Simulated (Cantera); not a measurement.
An adiabatic, constant-volume homogeneous reactor starts with 11.2 % CH4, 18.7 % O2, 70.1 % N2, equivalence ratio 1.2, at 1623 K and 5.20 bar.

Model: GRI-Mech 3.0 (53 species, 325 reactions), integrated in Cantera. Above 3000 K some thermodynamic fits are extrapolated.

Q: Predict: time of steepest temperature rise; temperature at 0.100 s; equilibrium temperature; x(O2) at 0.100 s; x(NO) at 0.100 s; x(HCN) at 0.100 s; x(O) at 0.100 s.

A: 
```json
{
  "time_of_steepest_temperature_rise": "0.104 ms",
  "temperature at 0.100 s": "3125 K",
  "equilibrium_temperature": "3125 K",
  "x(O2) at 0.100 s": "0.00787 (gas-phase equilibrium 0.00787)",
  "x(NO) at 0.100 s": "0.00973 (gas-phase equilibrium 0.00973)",
  "x(HCN) at 0.100 s": "5.25e-8 (gas-phase equilibrium 5.25e-8)",
  "x(O) at 0.100 s": "0.00465 (gas-phase equilibrium 0.00465)"
}
```
